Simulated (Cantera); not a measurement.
Input: 1 mol SO₂, 0.59 mol H₂, equilibrated at 1650 K and 1500 Pa.

Method: chemical equilibrium by Gibbs-energy minimisation in Cantera with the NASA 1993 tables (ideal gas, pure condensed phases). Candidate condensed phases: H₂O, H₂SO₄, S; 19 gas species. Rates play no part.

Base state: SO₂ 0.498, H₂O 0.341, S₂ 0.0756, H₂ 0.0558, SO 0.0220, H₂S 0.00352, SH 0.00181, S₂O 0.00173 (mole fractions); condensed: gas only.

Question: What changes in the equilibrium state with this change: pressure from 1500 Pa to 101000 Pa?

Answer: 
```json
[
 {"species": "SO₂", "before": "0.498", "after": "0.498"},
 {"species": "H₂O", "before": "0.341", "after": "0.374"},
 {"species": "S₂", "before": "0.0756", "after": "0.0811"},
 {"species": "H₂", "before": "0.0558", "after": "0.0217"},
 {"species": "SO", "before": "0.0220", "after": "0.00780"},
 {"species": "H₂S", "before": "0.00352", "after": "0.0117"},
 {"species": "H", "before": "0.000175", "after": "1.33e-5"},
 {"species": "S", "before": "0.000445", "after": "5.61e-5"}
]
```

Question: What changes in the equilibrium state with this change: H₂ from 0.59 to 0.13 mol?

Answer: 
```json
[
 {"species": "SO₂", "before": "0.498", "after": "0.840"},
 {"species": "H₂O", "before": "0.341", "after": "0.107"},
 {"species": "SO", "before": "0.0220", "after": "0.0206"},
 {"species": "S₂", "before": "0.0756", "after": "0.0206"},
 {"species": "H₂", "before": "0.0558", "after": "0.00975"},
 {"species": "H₂S", "before": "0.00352", "after": "0.000321"},
 {"species": "SH", "before": "0.00181", "after": "0.000394"},
 {"species": "H", "before": "0.000175", "after": "7.32e-5"},
 {"species": "S₂O", "before": "0.00173", "after": "0.000845"}
]
```

Question: What changes in the equilibrium state with this change: SO₂ replaced by CS₂?

Answer: 
```csv
species,before,after
CS₂,0,0.501
H₂,0.0558,0.344
S₂,0.0756,0.104
SO₂,0.498,0
H₂O,0.341,0
SO,0.0220,0
CS,0,0.0195
H₂S,0.00352,0.0255
S₂O,0.00173,0
OH,4.84e-5,0
C₂H₂ (acetylene),0,1.57e-5
SH,0.00181,0.00526
"C(graphite), mol",0,0.174
```
Further candidate phases: C, C₆H₆, C₇H₈, C₈H₁₈.
